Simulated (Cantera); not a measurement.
# Silicon epitaxy and polysilicon growth: SiH₂Cl₂ + HCl + N₂ + Cl₂

Input: 1 mol SiH₂Cl₂, 1.7 mol HCl, 120 mol N₂, 0.15 mol Cl₂, at 752 °C and 278 Torr.

Equilibrium computed with Cantera from the NASA thermochemical tables; the gas is ideal and each condensed phase is pure. Candidate condensed phases: NH₄Cl, Si, Si₃N₄; 28 gas species. N₂ is the only nitrogen source here; it is nearly inert below about 1500 K, so the nitride shown seldom forms there in practice. The numbers say what is thermodynamically allowed, not how fast it happens.

```
Property                             Result
--------------------------------  ---------
x(N₂)                                 0.971
x(HCl)                               0.0218
x(H₂)                               0.00412
x(SiCl₄)                            0.00267
x(SiHCl₃)                           4.33e-6
x(SiCl₃)                            2.64e-6
n(Si₃N₄(s))                       0.224 mol
gas amount                        123.1 mol
log10 activity of Si(s) (absent)      -6.58
```
